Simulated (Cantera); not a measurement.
What does this Cantera script print?

```python
import numpy as np
import cantera as ct

gas_names = """
    H HNO HNO2 HNO3 HO2 H2 H2O H2O2 N NH NH2 NH3 NH2OH NO NO2 NO3 N2 N2H2 N2H4 N2O O OH O2 O3 Si SiH
    SiH2 SiH3 SiH4 SiN SiO SiO2 Si2 Si2N Si3
""".split()
cond_names = """
    H2O(s) H2O(L) Si(cr) Si(L) SiO2(Lqz) SiO2(hqz) SiO2(L) Si2N2O(s) Si3N4(a)
""".split()


# ... load() reads the species with a 1 bar reference pressure and builds the phases ...
atoms = {
    'Si3N4': {'Si': 3, 'N': 4},
    'H2O': {'H': 2, 'O': 1},
    'H2': {'H': 2},
}
top_T = {'Si2N2O(s)': 2100, 'Si3N4(a)': 2400}  # K; cautious upper limits of use, not melting points


# ... equilibrate(T, P, feed) seeds the gas with the atoms and calls Mixture.equilibrate('TP', solver="vcs", rtol=1e-11, max_steps=5000) ...
results = []
feed = {'Si3N4': 1, 'H2O': 0.0027, 'H2': 55}  # mol
T = 1073  # K
P = 1500  # Pa
mix = equilibrate(T, P, feed)
results.append((T, P, feed, dict(zip(mix.species_names, mix.species_moles))))
print(gas.report(threshold=0.001))
for i in range(1, mix.n_phases):
    print(f"{mix.phase(i).name:16s} {mix.phase_moles(i):12.5e} mol")
```

Output:

```
       temperature   1073 K
          pressure   1500 Pa
           density   0.00033903 kg/m^3
  mean mol. weight   2.0164 kg/kmol
   phase of matter   gas

                          1 kg             1 kmol
                     ---------------   ---------------
          enthalpy        1.1357e+07        2.2901e+07  J
   internal energy        6.9329e+06         1.398e+07  J
           entropy        1.0082e+05        2.0329e+05  J/K
    Gibbs function       -9.6821e+07       -1.9523e+08  J
 heat capacity c_p             15130             30509  J/K
 heat capacity c_v             11007             22195  J/K

                      mass frac. Y      mole frac. X     chem. pot. / RT
                     ---------------   ---------------   ---------------
                H2           0.99977           0.99998           -21.883
     [  +34 minor]        0.00022742        1.6488e-05

Si(cr)            0.00000e+00 mol
SiO2(hqz)         0.00000e+00 mol
Si2N2O(s)         2.70000e-03 mol
Si3N4(a)          9.98200e-01 mol
```

Equilibrium computed with Cantera from the NASA thermochemical tables; the gas is ideal and each condensed phase is pure. Mutual solubility and eutectic melting of coexisting phases are not modelled.
